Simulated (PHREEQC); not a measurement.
A column of 0.1 m (30 cells, dispersivity 0.005 m, 300 s a shift, diffusion coefficient 3e-10 m²/s) holds 0.076 eq of the database's cation exchanger X per kg of pore water, first in equilibrium with 1.6 mmol/kgw PbCl2, 4.6 mmol/kgw KBr and 0.01 mmol/kgw HCl. It is flushed with 14 mmol/kgw CaCl2 and 0.01 mmol/kgw HCl, at 15 °C. Values are for the last cell. The system is closed to CO2. Precipitation was switched off in this run.

Base run: PHREEQC, ion-association model, phreeqc.dat. Each further column changes one thing. The table gives Ca in solution (mol/kgw).

```json
[
 {"pore volumes": "0", "base": "0", "exchange capacity from 0.076 to 0.038 eq/kgw": "0", "dispersivity from 0.005 to 0.01 m": "0"},
 {"pore volumes": "0.55", "base": "0", "exchange capacity from 0.076 to 0.038 eq/kgw": "1.44e-13", "dispersivity from 0.005 to 0.01 m": "3.54e-13"},
 {"pore volumes": "1.35", "base": "2.87e-5", "exchange capacity from 0.076 to 0.038 eq/kgw": "0.00106", "dispersivity from 0.005 to 0.01 m": "0.000207"},
 {"pore volumes": "1.883", "base": "0.000780", "exchange capacity from 0.076 to 0.038 eq/kgw": "0.00509", "dispersivity from 0.005 to 0.01 m": "0.00166"},
 {"pore volumes": "2.417", "base": "0.00286", "exchange capacity from 0.076 to 0.038 eq/kgw": "0.00870", "dispersivity from 0.005 to 0.01 m": "0.00392"},
 {"pore volumes": "3.217", "base": "0.00652", "exchange capacity from 0.076 to 0.038 eq/kgw": "0.0118", "dispersivity from 0.005 to 0.01 m": "0.00708"},
 {"pore volumes": "3.75", "base": "0.00849", "exchange capacity from 0.076 to 0.038 eq/kgw": "0.0128", "dispersivity from 0.005 to 0.01 m": "0.00871"},
 {"pore volumes": "4.283", "base": "0.0100", "exchange capacity from 0.076 to 0.038 eq/kgw": "0.0134", "dispersivity from 0.005 to 0.01 m": "0.00997"},
 {"pore volumes": "4.817", "base": "0.0112", "exchange capacity from 0.076 to 0.038 eq/kgw": "0.0137", "dispersivity from 0.005 to 0.01 m": "0.0109"},
 {"pore volumes": "5.617", "base": "0.0123", "exchange capacity from 0.076 to 0.038 eq/kgw": "0.0139", "dispersivity from 0.005 to 0.01 m": "0.0120"},
 {"pore volumes": "6.15", "base": "0.0128", "exchange capacity from 0.076 to 0.038 eq/kgw": "0.0140", "dispersivity from 0.005 to 0.01 m": "0.0125"},
 {"pore volumes": "6.683", "base": "0.0132", "exchange capacity from 0.076 to 0.038 eq/kgw": "0.0140", "dispersivity from 0.005 to 0.01 m": "0.0129"},
 {"pore volumes": "7.483", "base": "0.0136", "exchange capacity from 0.076 to 0.038 eq/kgw": "0.0140", "dispersivity from 0.005 to 0.01 m": "0.0133"},
 {"pore volumes": "8.017", "base": "0.0137", "exchange capacity from 0.076 to 0.038 eq/kgw": "0.0140", "dispersivity from 0.005 to 0.01 m": "0.0134"}
]
```
